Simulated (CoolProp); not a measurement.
Vapour-liquid equilibrium of hydrogen chloride (1) + propane (2) at -48.35 °C; x and y are mole fractions of (1).

Computed with CoolProp (multi-fluid Helmholtz-energy mixture model, Thol 2018 and Lemmon 2009; pair parameters Bell 2016).

**Question.** Give the bubble pressure and the first vapour's composition at x = 0.5, 0.65, 0.8. Is there an azeotrope?

**Answer.** x = 0.5: 0.4437 MPa, y = 0.874; x = 0.65: 0.4794 MPa, y = 0.896; x = 0.8: 0.5124 MPa, y = 0.924. No azeotrope shows between x = 0.05 and 0.95.

Pair parameters are fitted to limited data, so mixtures are less certain than the pure fluids. With so large a gap from Raoult's law the liquid may split in two, which this calculation doesn't test in full.
